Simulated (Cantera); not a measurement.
Charge: 1 mol Pb, 0.061 mol O2, 4.8 mol N2, equilibrated at 427 °C and 0.680 bar.

Method: chemical equilibrium by Gibbs-energy minimisation in Cantera with the NASA 1993 tables (ideal gas, pure condensed phases). Candidate condensed phases: Pb, PbO, PbO2, Pb3O4; 12 gas species. Rates play no part.

Base state: N2 1.00 (mole fractions); condensed: Pb(l) + PbO(red).

Q: What changes in the equilibrium state with this change: Pb replaced by Hg?

A: 
```csv
species,before,after
N2,1.00,0.819
Hg,0,0.171
O2,<1e-9,0.0104
"Pb(l), mol",0.878,0
"PbO(red), mol",0.122,0
```
Further candidate phases: Hg, HgO.
